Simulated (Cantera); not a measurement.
A Cantera script and what it prints.

```python
import numpy as np
import cantera as ct

gas_names = [...]  # 151 gases of nasa_gas.yaml made of C, H, N, O, Si
cond_names = """
    C(gr) C6H6(L) C7H8(L) C8H18(L),n-octa H2O(s) H2O(L) Si(cr) Si(L) SiC(b) SiO2(Lqz) SiO2(hqz) SiO2(L)
    Si2N2O(s) Si3N4(a)
""".split()


# ... load() reads the species with a 1 bar reference pressure and builds the phases ...
atoms = {
    'HMDSO': {'Si': 2, 'C': 6, 'H': 18, 'O': 1},
    'N2O': {'N': 2, 'O': 1},
}
top_T = {'C(gr)': 4500, 'SiC(b)': 3050, 'Si2N2O(s)': 2100, 'Si3N4(a)': 2400}  # K; cautious upper limits of use, not melting points


# ... equilibrate(T, P, feed) seeds the gas with the atoms and calls Mixture.equilibrate('TP', solver="vcs", rtol=1e-11, max_steps=5000) ...
results = []
feed = {'HMDSO': 1, 'N2O': 5.7}  # mol
P = 290  # Pa
for T in [1225, 1325, 1425, 1525, 1625, 1725, 1825]:
    mix = equilibrate(T, P, feed)
    results.append((T, P, feed, dict(zip(mix.species_names, mix.species_moles))))
    x = sorted(zip(gas.X, gas.species_names), reverse=True)
    print(f"T = {T:g} K  P = {P:g} Pa  gas = {mix.phase_moles(0):.4g} mol")
    print("   x: " + "  ".join(f"{s} {v:.3e}" for v, s in x if v > 0.0001))
    print("   condensed (mol): " + ("  ".join(f"{mix.phase(i).name} {mix.phase_moles(i):.4g}"
          for i in range(1, mix.n_phases) if mix.phase_moles(i) > 1e-12) or "none"))
```

Result:

```
T = 1225 K  P = 290 Pa  gas = 19.4 mol
   x: H2 4.639e-01  CO 2.938e-01  N2 2.423e-01
   condensed (mol): C(gr) 0.2994  Si2N2O(s) 1
T = 1325 K  P = 290 Pa  gas = 19.4 mol
   x: H2 4.638e-01  CO 2.938e-01  N2 2.422e-01
   condensed (mol): C(gr) 0.2984  Si2N2O(s) 0.9998
T = 1425 K  P = 290 Pa  gas = 19.41 mol
   x: H2 4.636e-01  CO 2.936e-01  N2 2.422e-01  SiO 2.192e-04  HCN 2.029e-04
   condensed (mol): C(gr) 0.2981  Si2N2O(s) 0.9979
T = 1525 K  P = 290 Pa  gas = 19.69 mol
   x: H2 4.569e-01  CO 2.935e-01  N2 2.458e-01  SiO 3.237e-03  H 2.970e-04  HCN 1.870e-04
   condensed (mol): SiC(b) 0.2187  Si2N2O(s) 0.8588
T = 1625 K  P = 290 Pa  gas = 20.68 mol
   x: H2 4.348e-01  CO 2.676e-01  N2 2.579e-01  SiO 3.877e-02  H 8.639e-04  HCN 1.181e-04
   condensed (mol): SiC(b) 0.4655  Si2N2O(s) 0.3664
T = 1725 K  P = 290 Pa  gas = 21.42 mol
   x: H2 4.189e-01  N2 2.659e-01  CO 2.496e-01  SiO 6.308e-02  H 2.232e-03  HCN 1.853e-04
   condensed (mol): SiC(b) 0.6474
T = 1825 K  P = 290 Pa  gas = 21.46 mol
   x: H2 4.165e-01  N2 2.654e-01  CO 2.492e-01  SiO 6.294e-02  H 5.278e-03  HCN 3.538e-04  Si 2.751e-04
   condensed (mol): SiC(b) 0.6428
```

Equilibrium computed with Cantera from the NASA thermochemical tables; the gas is ideal and each condensed phase is pure. The feed counts by its element totals alone. Mutual solubility and eutectic melting of coexisting phases are not modelled.
